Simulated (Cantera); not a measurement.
An isothermal, constant-pressure homogeneous reactor starts with CH₄ : N₂ = 1 : 52 (molar parts), at 1900 K and 0.0930 bar. Integrator tolerance rtol = 1e-08.

Detailed kinetics in Cantera: GRI-Mech 3.0 (53 species, 325 reactions). GRI-Mech 3.0 stops at C3 and has no aromatics, soot or wall deposition, so with more carbon than oxygen in the feed, carbon stays in small species such as C2H2 where larger ones or solid carbon would form.

What does this change do: N2 52 to 13 parts?


```
quantity                                              before                                      after
-----------------  -----------------------------------------  -----------------------------------------
x(CH₄) at 10.0 s     2.37e-7 (gas-phase equilibrium 3.26e-7)    9.80e-6 (gas-phase equilibrium 7.22e-6)
x(C₂H₂) at 10.0 s   0.00920 (gas-phase equilibrium 0.000718)     0.0332 (gas-phase equilibrium 0.00747)
x(C₂H₆) at 10.0 s      <1e-12 (gas-phase equilibrium <1e-12)  1.57e-11 (gas-phase equilibrium 6.09e-12)
x(H) at 10.0 s     0.000435 (gas-phase equilibrium 0.000435)  0.000827 (gas-phase equilibrium 0.000827)
x(CH₂) at 10.0 s     1.43e-9 (gas-phase equilibrium 1.97e-9)    1.64e-8 (gas-phase equilibrium 1.21e-8)
```
